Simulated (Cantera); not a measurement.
# Premixed flame

A freely propagating, adiabatic, planar premixed flame of 16.4 % CO, 7.40 % H2, 14.4 % O2, 61.8 % N2, equivalence ratio 0.83, unburnt at 473 K and 10.0 bar; unity-Lewis-number transport, grid criteria slope 0.08 and curve 0.16, no radiation.

Cantera simulation using GRI-Mech 3.0 (53 species, 325 reactions); the numbers are that mechanism's predictions, not measurements. The hydrogen kinetics of GRI-Mech 3.0 are dated; newer H2 mechanisms differ, most at raised pressure. Unity Lewis numbers drop preferential diffusion, which matters most where H2 and H carry the flame. Burning velocities carry a grid error of a few per cent, more on coarse grids.

```
z (mm)   T (K)  u (m/s)     x CO      x H2    x O2       x H     x CO2     x HO2
-------  -----  -------  -------  --------  ------  --------  --------  --------
-0.160     473    0.624    0.164    0.0740   0.143     <1e-8   1.96e-5   1.55e-7
-0.107     475    0.626    0.164    0.0739   0.143     <1e-8  0.000122   9.71e-7
-0.0800    480    0.632    0.164    0.0736   0.143     <1e-8  0.000390   3.15e-6
-0.0534    510    0.670    0.163    0.0720   0.142     <1e-8   0.00211   1.84e-5
-0.0267    733    0.951    0.152    0.0598   0.130   9.31e-8    0.0153  0.000180
-0.0133   1069     1.36    0.133    0.0397   0.111   8.60e-5    0.0372  0.000458
0         1501     1.85    0.102    0.0123  0.0821   0.00163    0.0732  0.000255
0.0133    1770     2.14   0.0721   0.00330  0.0620   0.00213     0.107  0.000104
0.0267    1919     2.30   0.0522   0.00252  0.0517   0.00190     0.129   5.72e-5
0.0534    2072     2.46   0.0323   0.00209  0.0421   0.00123     0.150   2.62e-5
0.107     2188     2.57   0.0183   0.00131  0.0355  0.000516     0.166   1.09e-5
0.213     2258     2.64  0.00996  0.000728  0.0317  0.000193     0.175   5.25e-6
0.427     2293     2.67  0.00565  0.000432  0.0297   8.60e-5     0.180   3.47e-6
```
x: mole fraction of selected species; z is measured from the peak of heat release.

```
Quantity                     Result
------------------------  ---------
laminar burning velocity  62.3 cm/s
thermal thickness         0.0534 mm
peak x(H)                   0.00214
peak x(HO2)                0.000466
grid points                     119
```
